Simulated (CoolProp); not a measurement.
Vapour-liquid equilibrium of R245fa (1) + isopentane (2) at 79.35 °C; x and y are mole fractions of (1).

Computed with CoolProp (multi-fluid Helmholtz-energy mixture model, Akasaka 2015 and Lemmon 2006; pair parameters Bell 2016).

```tsv
x	bubble pressure, mixture model (MPa)	bubble pressure, Raoult's law (MPa)	y, mixture model	y, Raoult's law
0.05	…	0.4666	0.175	0.083
0.15	0.6646	0.4992	0.376	0.233
0.25	0.7587	0.5318	…	0.365
0.35	0.8223	0.5644	0.560	0.481
0.45	0.8633	0.5970	…	0.585
0.55	0.8883	0.6296	0.651	0.678
0.65	0.9015	0.6622	0.689	0.762
0.75	0.9032	0.6948	0.731	0.838
0.85	0.8872	0.7274	0.792	0.907
0.95	0.8324	0.7600	…	0.970
```

**Question.** What belongs in the gaps?

**Answer.** 
- 0.05, bubble pressure, mixture model (MPa): 0.5324
- 0.25, y, mixture model: 0.489
- 0.45, y, mixture model: 0.610
- 0.95, y, mixture model: 0.902

The largest gap from Raoult's law is +45.7 % in bubble pressure, at x = 0.35. y crosses x between x = 0.65 and 0.75: the model has an azeotrope there.

The pair parameters rest on a limited set of measurements; away from them the model extrapolates.
